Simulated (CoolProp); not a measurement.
Vapour-liquid equilibrium of cyclohexane (1) + n-heptane (2) at 6.58 bar; x and y are mole fractions of (1).

Model: multi-fluid Helmholtz-energy mixture model, Zhou 2014 and Span 2003; pair parameters Bell 2016, in CoolProp.

```
x     bubble temperature, mixture model (K)  bubble temperature, Raoult's law (K)  y, mixture model  y, Raoult's law
----  -------------------------------------  ------------------------------------  ----------------  ---------------
0.05                                  450.0                                 450.0             0.065            0.069
0.2                                   446.7                                 446.8             0.250            0.263
0.35                                  443.6                                 443.7             0.420            0.435
0.5                                   440.7                                 440.8             0.574            0.590
0.65                                  437.9                                 438.1             0.714            0.728
0.8                                   435.3                                 435.4             0.843            0.853
0.95                                  432.8                                 432.9             0.962            0.965
```

The largest gap from Raoult's law is -0.2 K in bubble temperature, at x = 0.65. No azeotrope shows between x = 0.05 and 0.95.

The pair parameters rest on a limited set of measurements; away from them the model extrapolates.
